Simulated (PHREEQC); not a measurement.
**City or well water (model solution)**

A made-up water analysis in mg/kgw, 25 °C, pH 8.42, pe 2.8: Na 17.4; K 0.333; Ca 8.77; Mg 0.0907; Cl 8.82; S(6) as SO4 1.87; Alkalinity as HCO3 55.9; Br 0.0406; Mn(2) 0.224; Sr 0.0794.

Na is adjusted to close the charge balance.
Valence states are taken as typed.

The numbers come from PHREEQC with the ion-association model, phreeqc.dat.

This is a speciation only: nothing precipitates in the calculation.

Estimate the specific conductance.

specific conductance 122 µS/cm.

In which forms is Ca present?

Ca+2 97 %, CaCO3 1.4 %, CaHCO3+ 0.9 % of the Ca.

Examples of supersaturated solids here: Rhodochrosite. Others may be too.
